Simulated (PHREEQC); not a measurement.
Make-up at 13 °C: 0.17 mol HBr, 0.0042 mol CuSO4 and 0.0024 mol MnSO4 per kg of water. Closed to the air; pH follows from the charge balance.

Computed with PHREEQC (ion-association model, phreeqc.dat).

No solid was allowed to form.

Problem. Estimate the pH, activity of water, specific conductance.

Solution. pH 0.88; activity of water 0.994; specific conductance 42200 µS/cm.

Problem. In which forms is Mn present?

Solution. Mn+2 98 %, MnSO4 1.8 % of the Mn.

Constants without temperature data keep their 25 °C values here.
